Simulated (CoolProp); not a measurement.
Properties of propylene at several states.

Model: reference Helmholtz-energy equation of state, Lemmon 2013, in CoolProp.

```tsv
T (K)	p (bar)	phase	cp (kJ/(kg K))	speed of sound (m/s)	Joule-Thomson coefficient (K/MPa)	fugacity coefficient
172.3	41.2	liquid	2.063	1550	-0.5151	0.001082
345.6	0.532	gas	1.714	276.9	11.05	0.9953
276.6	151	liquid	2.307	1019	-0.3199	0.06103
```
